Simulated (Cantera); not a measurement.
**Equilibrium for carbon deposition, reforming and gasification: C3H6 + O2**

Input: 1 mol C3H6, 0.91 mol O2, equilibrated at 1552 °C and 0.460 bar.

Equilibrium computed with Cantera from the NASA thermochemical tables; the gas is ideal and each condensed phase is pure. Candidate condensed phases: C, C6H6, C7H8, C8H18, H2O; 110 gas species. The numbers say what is thermodynamically allowed, not how fast it happens.

```json
{
 "x(H2)": "0.622",
 "x(CO)": "0.378",
 "x(H)": "0.000512",
 "x(C2H2 (acetylene))": "0.000134",
 "x(CH4)": "0.000126",
 "x(H2O)": "2.72e-5",
 "x(CO2)": "4.22e-6",
 "x(CH3)": "2.10e-6",
 "n(C(graphite))": "1.18 mol",
 "gas_amount": "4.820 mol"
}
```
